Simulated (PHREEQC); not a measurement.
1 kg of water holding 0.014 mol/kgw Na2CO3 and 0.063 mol/kgw Na2SO4 is evaporated at 15 °C; the solids stay in contact with the brine. CO2 from the air is kept out. The run lets Burkeite, Mirabilite, Nahcolite, Natron, Thenardite, Trona precipitate or redissolve, and no other solid.

Computed with PHREEQC (Pitzer model, pitzer.dat).

```json
[
 {"water left (kg)": "1", "ionic strength": "0.230", "water activity": "0.997", "Mirabilite (mol)": "0", "C in solution (mol/kgw)": "0.0140", "Na in solution (mol/kgw)": "0.154", "S in solution (mol/kgw)": "0.0630", "pH": "11.14"},
 {"water left (kg)": "0.5552", "ionic strength": "0.415", "water activity": "0.994", "Mirabilite (mol)": "0", "C in solution (mol/kgw)": "0.0252", "Na in solution (mol/kgw)": "0.277", "S in solution (mol/kgw)": "0.113", "pH": "11.22"},
 {"water left (kg)": "0.375", "ionic strength": "0.615", "water activity": "0.992", "Mirabilite (mol)": "0", "C in solution (mol/kgw)": "0.0373", "Na in solution (mol/kgw)": "0.411", "S in solution (mol/kgw)": "0.168", "pH": "11.28"},
 {"water left (kg)": "0.2082", "ionic strength": "1.11", "water activity": "0.986", "Mirabilite (mol)": "0", "C in solution (mol/kgw)": "0.0672", "Na in solution (mol/kgw)": "0.740", "S in solution (mol/kgw)": "0.303", "pH": "11.35"},
 {"water left (kg)": "0.1407", "ionic strength": "1.64", "water activity": "0.980", "Mirabilite (mol)": "0", "C in solution (mol/kgw)": "0.0995", "Na in solution (mol/kgw)": "1.09", "S in solution (mol/kgw)": "0.448", "pH": "11.40"},
 {"water left (kg)": "0.0781", "ionic strength": "2.96", "water activity": "0.967", "Mirabilite (mol)": "0", "C in solution (mol/kgw)": "0.179", "Na in solution (mol/kgw)": "1.97", "S in solution (mol/kgw)": "0.807", "pH": "11.48"},
 {"water left (kg)": "0.03778", "ionic strength": "3.65", "water activity": "0.960", "Mirabilite (mol)": "0.0310", "C in solution (mol/kgw)": "0.371", "Na in solution (mol/kgw)": "2.43", "S in solution (mol/kgw)": "0.847", "pH": "11.63"},
 {"water left (kg)": "0.02094", "ionic strength": "4.37", "water activity": "0.952", "Mirabilite (mol)": "0.0465", "C in solution (mol/kgw)": "0.668", "Na in solution (mol/kgw)": "2.92", "S in solution (mol/kgw)": "0.790", "pH": "11.77"},
 {"water left (kg)": "0.005615", "ionic strength": "9.48", "water activity": "0.891", "Mirabilite (mol)": "0.0592", "C in solution (mol/kgw)": "2.49", "Na in solution (mol/kgw)": "6.33", "S in solution (mol/kgw)": "0.670", "pH": "12.15"}
]
```

Mirabilite from water left = 0.06285 kg (pH 11.52).
